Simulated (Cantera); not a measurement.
Input: 1 mol Cr, 0.033 mol H₂O, equilibrated at 1700 K and 0.0410 bar.

These are equilibrium values from Cantera (NASA tables, ideal gas, pure condensed phases), not measurements of a reactor. Candidate condensed phases: Cr, Cr₂O₃, H₂O; 13 gas species. Mutual solubility and eutectic melting of coexisting phases are not modelled. Kinetics and transport are ignored.

Base state: H₂ 0.995, H₂O 0.00396, H 0.000726, Cr 0.000509 (mole fractions); condensed: Cr(s) + Cr₂O₃(s).

### Question
What changes in the equilibrium state with this change: Cr replaced by Ta(OEt)₅?

### Answer
```tsv
species	before	after
H₂	0.995	0.713
CO	0	0.286
H	0.000726	0.000614
H₂O	0.00396	4.04e-6
Cr	0.000509	0
C₂H₂ (acetylene)	0	5.23e-5
CH₄	0	2.28e-5
Cr(s), mol	0.978	0
Cr₂O₃(s), mol	0.0110	0
C(graphite), mol	0	3.96
TaC(s), mol	0	1.00
```
The feed counts by its element totals alone. TaC: taken at fixed stoichiometry. Condensed phases not in the tables: Ta₂C. Further candidate phases: C, C₆H₆, C₇H₈, C₈H₁₈, Ta, TaC, Ta₂O₅.
